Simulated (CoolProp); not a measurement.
The numbers come from the reference Helmholtz-energy equation of state, Wagner 2002 in CoolProp.

**Question.** Give the vapour pressure (MPa), enthalpy of vaporisation (kJ/kg), liquid cp (kJ/(kg K)), vapour Z of saturated water at 583.9 K.

**Answer.** 
```json
[
 {"T (K)": "583.9", "p (MPa)": "9.97", "enthalpy of vaporisation (kJ/kg)": "1320", "liquid cp (kJ/(kg K))": "6.11", "vapour Z": "0.670"}
]
```
